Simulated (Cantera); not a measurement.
Charge: 1 mol borazine, 0.31 mol O2, 12 mol H2, at 850 K and 1.00 bar.

Method: chemical equilibrium by Gibbs-energy minimisation in Cantera with the NASA 1993 tables (ideal gas, pure condensed phases). Candidate condensed phases: B, BN, B2O3, B3O3H3, H2O; 39 gas species. The feed counts by its element totals alone. Gases not in the tables: H3BO3. Rates play no part.

Base state: H2 0.985, N2 0.0127, H2O 0.00232, NH3 0.000205 (mole fractions); condensed: BN(s) + B2O3(l).

Problem. What changes in the equilibrium state with this change: temperature from 850 K to 2048.15 K?

Solution. 
```tsv
species	before	after
H2	0.985	0.945
HBO	<1e-9	0.0283
N2	0.0127	0.0185
H	<1e-9	0.00218
B2O2	<1e-9	0.00214
BO	<1e-9	0.000904
B2O3	<1e-9	0.000858
BH2	<1e-9	6.57e-5
BN(s), mol	2.61	2.42
B2O3(l), mol	0.195	0
```
The tables' values for BH2 are old estimates; treat these amounts as uncertain.
